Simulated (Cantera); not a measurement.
Charge: 1 mol Fe(CO)5, 9.2 mol CO, 4.8 mol H2, at 1 atm.

Equilibrium computed with Cantera from the NASA thermochemical tables; the gas is ideal and each condensed phase is pure. Candidate condensed phases: C, C6H6, C7H8, C8H18, Fe, Fe(CO)5, FeO, Fe(OH)2, Fe(OH)3, Fe2O3, Fe3O4, H2O; 114 gas species. Condensed phases not in the tables: cementite and carbon dissolved in iron. Kinetics and transport are ignored.

Problem. At 1123 K, list the 5 most abundant gas species with their mole fractions, and the condensed phases.

Solution. CO 0.707, H2 0.248, CO2 0.0306, H2O 0.0117, CH4 0.00183. Condensed: C(graphite) + Fe(α).
